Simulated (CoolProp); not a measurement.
Computed with CoolProp (reference Helmholtz-energy equation of state, Thol 2015).

Problem. For 1,2-dichloroethane, give the phase and the density (kg/m³), cv (kJ/(kg K)), Joule-Thomson coefficient (K/MPa) at 361.3 K and 0.147 MPa; 361.3 K and 14.7 MPa; 361.3 K and 26.1 MPa.

Solution. 
- 361.3 K and 0.147 MPa: liquid; density 1150, cv 0.931, Joule-Thomson coefficient -0.311
- 361.3 K and 14.7 MPa: liquid; density 1170, cv 0.928, Joule-Thomson coefficient -0.350
- 361.3 K and 26.1 MPa: liquid; density 1190, cv 0.928, Joule-Thomson coefficient -0.371
